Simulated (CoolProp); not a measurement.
Saturated liquid density (kg/m³) of CHF3 (R23): the reference equation beside estimates from Tc = 299.3 K, pc = 4.832 MPa, ω = 0.263. Rackett uses Z = 0.29056 − 0.08775 ω.

Values from CoolProp's reference Helmholtz-energy equation of state, Penoncello 2003.

```json
[
 {"T (K)": "188.4", "reference": "1456", "Rackett": "1372", "Redlich-Kwong": "1204", "Soave-Redlich-Kwong": "1246"},
 {"T (K)": "197.6", "reference": "1421", "Rackett": "1339", "Redlich-Kwong": "1171", "Soave-Redlich-Kwong": "1215"},
 {"T (K)": "206.8", "reference": "1384", "Rackett": "1305", "Redlich-Kwong": "1136", "Soave-Redlich-Kwong": "1182"},
 {"T (K)": "215.9", "reference": "1347", "Rackett": "1269", "Redlich-Kwong": "1099", "Soave-Redlich-Kwong": "1147"},
 {"T (K)": "225.1", "reference": "1307", "Rackett": "1232", "Redlich-Kwong": "1059", "Soave-Redlich-Kwong": "1108"},
 {"T (K)": "234.3", "reference": "1264", "Rackett": "1192", "Redlich-Kwong": "1016", "Soave-Redlich-Kwong": "1066"},
 {"T (K)": "243.5", "reference": "1219", "Rackett": "1149", "Redlich-Kwong": "968.9", "Soave-Redlich-Kwong": "1019"},
 {"T (K)": "252.6", "reference": "1170", "Rackett": "1104", "Redlich-Kwong": "918.6", "Soave-Redlich-Kwong": "967.8"},
 {"T (K)": "261.8", "reference": "1115", "Rackett": "1053", "Redlich-Kwong": "862.2", "Soave-Redlich-Kwong": "909.1"},
 {"T (K)": "271", "reference": "1051", "Rackett": "995.3", "Redlich-Kwong": "798.6", "Soave-Redlich-Kwong": "841.5"},
 {"T (K)": "280.2", "reference": "975.4", "Rackett": "926.7", "Redlich-Kwong": "724.2", "Soave-Redlich-Kwong": "761.0"},
 {"T (K)": "289.3", "reference": "875.4", "Rackett": "837.3", "Redlich-Kwong": "631.6", "Soave-Redlich-Kwong": "658.8"}
]
```

Absolute difference from the reference over all 12 rows, mean and median: Rackett 5.5 and 5.7 %, Redlich-Kwong 21.0 and 20.1 %, Soave-Redlich-Kwong 17.3 and 16.0 %.
